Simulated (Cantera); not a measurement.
Charge: 1 mol AlCl₃, 0.33 mol H₂O, 120 mol H₂, at 13.3 mbar.

Equilibrium computed with Cantera from the NASA thermochemical tables; the gas is ideal and each condensed phase is pure. Candidate condensed phases: Al, AlCl₃, Al₂O₃, H₂O; 29 gas species. The tables' values for AlCl₂, AlOH are old estimates; treat these amounts as uncertain. Condensed phases not in the tables: AlOCl. Equilibrium is a limit: real reactors are often held back by kinetics, nucleation or transport.

log p: log10 of the partial pressure in bar; n: condensed amount in mol.

```
T (K)  log p H₂  log p H  log p HCl  log p AlCl  log p AlCl₃  log p H₂O  log p Cl  n Al₂O₃(s)
-----  --------  -------  ---------  ----------  -----------  ---------  --------  ----------
673       -1.88     <-13      -4.14        <-13        -4.07       <-13      <-13       0.110
873       -1.88        …      -4.14           …        -4.07          …         …       0.110
1073      -1.88        …      -4.14           …        -4.07          …         …       0.110
1273      -1.88    -7.09      -3.94       -4.75        -4.22      -9.47     -9.22       0.110
1473      -1.88    -5.84      -3.67       -4.18        -4.98      -7.85     -7.72       0.110
1673      -1.89    -4.89      -3.62       -4.09        -6.22      -6.51     -6.73       0.109
1873      -1.89    -4.13      -3.62       -4.07        -7.30      -5.45     -5.99      0.0987
2073      -1.90    -3.53      -3.65       -4.02        -8.19      -4.65     -5.41      0.0368
2273      -1.92    -3.04      -3.67       -4.04        -8.96      -4.49     -4.93           0
```

Task: Fill in the missing entries.

Result: 
- 873, log p H: -11.27
- 873, log p AlCl: -10.58
- 873, log p H₂O: -11.97
- 873, log p Cl: -13.53
- 1073, log p H: -8.79
- 1073, log p AlCl: -6.80
- 1073, log p H₂O: -10.77
- 1073, log p Cl: -11.09
